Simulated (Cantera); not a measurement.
Low-pressure radical oxidation in H2/O2

An isothermal, constant-pressure homogeneous reactor starts with 12.3 % H2, 87.7 % O2, at 1100 K and 3.08 Torr.

Computed with Cantera and GRI-Mech 3.0 (53 species, 325 reactions). Radical loss at walls, strong at low pressure, is not modelled. The temperature is held fixed by assumption; the heat of reaction is taken as removed at once.

| t (s) | x H2 | x O2 | x HO2 | x H | x H2O2 | x O | x OH |
|---|---|---|---|---|---|---|---|
| 9.00e-6 | 0.123 | 0.877 | 3.47e-11 | 3.41e-11 | <1e-12 | <1e-12 | <1e-12 |
| 6.84e-5 | 0.123 | 0.877 | 2.64e-10 | 2.39e-10 | <1e-12 | 3.14e-11 | 2.78e-11 |
| 0.000520 | 0.123 | 0.877 | 2.01e-9 | 2.15e-9 | <1e-12 | 1.42e-9 | 8.48e-10 |
| 0.00395 | 0.123 | 0.877 | 4.33e-8 | 9.99e-6 | 4.94e-11 | 8.92e-6 | 4.69e-6 |
| 0.0300 | 0.00340 | 0.810 | 2.62e-6 | 0.0315 | 5.31e-8 | 0.0473 | 0.00456 |
| 0.228 | 0.000948 | 0.856 | 2.34e-6 | 0.00391 | 7.74e-8 | 0.0116 | 0.00245 |
| 1.73 | 2.02e-5 | 0.869 | 3.65e-7 | 1.19e-5 | 3.57e-8 | 0.000244 | 0.000359 |
| 13.2 | 6.57e-7 | 0.869 | 2.08e-8 | 7.24e-8 | 5.70e-9 | 8.13e-6 | 6.56e-5 |
| 100 | 4.99e-8 | 0.869 | 2.59e-9 | 1.54e-9 | 8.24e-10 | 6.26e-7 | 1.82e-5 |
x: mole fraction; the columns are a selection and need not sum to one.

Equilibrium at this temperature and pressure: H2 2.91e-9, O2 0.869, HO2 3.35e-9, H 2.19e-11, H2O2 7.06e-11, O 3.66e-8, OH 4.40e-6 (gas phase only).
